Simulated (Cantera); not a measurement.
An isothermal, constant-pressure homogeneous reactor starts with CH4 : H2O : H2 = 1 : 0.35 : 0.054 (molar parts), at 1673 K and 120000 Pa. Integrator tolerance rtol = 1e-08.

Model: GRI-Mech 3.0 (53 species, 325 reactions), integrated in Cantera. GRI-Mech 3.0 stops at C3 and has no aromatics, soot or wall deposition, so with more carbon than oxygen in the feed, carbon stays in small species such as C2H2 where larger ones or solid carbon would form.

What does this change do: H2O 0.35 to 2.6 parts?


| quantity | before | after |
|---|---|---|
| x(CH4) at 1.00 s | 0.0422 (gas-phase equilibrium 0.0373) | 0.0156 (gas-phase equilibrium 1.01e-7) |
| x(H2O) at 1.00 s | 0.0446 (gas-phase equilibrium 1.31e-6) | 0.320 (gas-phase equilibrium 0.261) |
| x(H2) at 1.00 s | 0.689 (gas-phase equilibrium 0.726) | 0.507 (gas-phase equilibrium 0.562) |
| x(CH2O) at 1.00 s | 8.54e-8 (gas-phase equilibrium 4.89e-8) | 3.14e-7 (gas-phase equilibrium 4.43e-8) |
| x(C2H2) at 1.00 s | 0.125 (gas-phase equilibrium 0.0992) | 0.0131 (gas-phase equilibrium 1.58e-12) |
| x(CO) at 1.00 s | 0.0909 (gas-phase equilibrium 0.132) | 0.121 (gas-phase equilibrium 0.155) |
| x(O2) at 1.00 s | <1e-12 (gas-phase equilibrium <1e-12) | 6.08e-11 (gas-phase equilibrium 4.16e-11) |

What does this change do: CH4 1 to 0.43 parts?


| quantity | before | after |
|---|---|---|
| x(CH4) at 1.00 s | 0.0422 (gas-phase equilibrium 0.0373) | 0.0325 (gas-phase equilibrium 0.0158) |
| x(H2O) at 1.00 s | 0.0446 (gas-phase equilibrium 1.31e-6) | 0.111 (gas-phase equilibrium 5.58e-6) |
| x(H2) at 1.00 s | 0.689 (gas-phase equilibrium 0.726) | 0.653 (gas-phase equilibrium 0.746) |
| x(CH2O) at 1.00 s | 8.54e-8 (gas-phase equilibrium 4.89e-8) | 1.64e-7 (gas-phase equilibrium 8.36e-8) |
| x(C2H2) at 1.00 s | 0.125 (gas-phase equilibrium 0.0992) | 0.0676 (gas-phase equilibrium 0.0164) |
| x(CO) at 1.00 s | 0.0909 (gas-phase equilibrium 0.132) | 0.126 (gas-phase equilibrium 0.220) |
| x(O2) at 1.00 s | <1e-12 (gas-phase equilibrium <1e-12) | 2.65e-12 (gas-phase equilibrium <1e-12) |
